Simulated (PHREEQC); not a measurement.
Make-up at 25 °C: 0.14 mol/kgw HF, 0.0014 mol/kgw CsF and 0.0083 mol/kgw H2SO4. Closed to the air; pH follows from the charge balance.

Model: ion-association model, wateq4f.dat, run in PHREEQC.

```json
[
 {"quantity": "pH", "before": "1.81", "after": "1.74"},
 {"quantity": "ionic strength (mol/kgw)", "before": "0.0229", "after": "0.0262"},
 {"quantity": "HF (mol/kgw)", "before": "0.0906", "after": "0.150"},
 {"quantity": "H2F2 (mol/kgw)", "before": "0.0215", "after": "0.0589"},
 {"quantity": "F- (mol/kgw)", "before": "0.00461", "after": "0.00642"},
 {"quantity": "SO4-2 (mol/kgw)", "before": "0.00421", "after": "0.00388"}
]
```

**Question.** What was changed between the two runs?
(A) diluted 2-fold with water
(B) HF from 0.14 to 0.28 mol/kgw
(C) H2SO4 from 0.0083 to 0.00747 mol/kgw
(D) diluted 5-fold with water
(E) temperature from 25 to 30 °C

**Answer.** B, HF from 0.14 to 0.28 mol/kgw

No solid was allowed to form. wateq4f.dat counts part of the HF as a dimer, H2F2, which phreeqc.dat doesn't know; its constant is uncertain.
